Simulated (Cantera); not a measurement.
Standard-state values (1 bar) from the NASA 1993 polynomials, evaluated with Cantera. Values are per mole of reaction as written; species without (g) are pure solids or liquids, kept so even where they would boil at 1 bar. TiC: taken at fixed stoichiometry.

Between 300 and 1100 K, where is each reaction favourable under standard conditions?
- C2H6(g) + 3 N2(g) + 4 TiC = 4 Ti + 6 HCN(g)


- C2H6(g) + 3 N2(g) + 4 TiC = 4 Ti + 6 HCN(g): ΔG° is 1500 kJ at 300 K and 1142 kJ at 1100 K; it stays positive (K < 1). ΔH° is 1640 kJ and ΔS° 452 J/K at 1100 K.
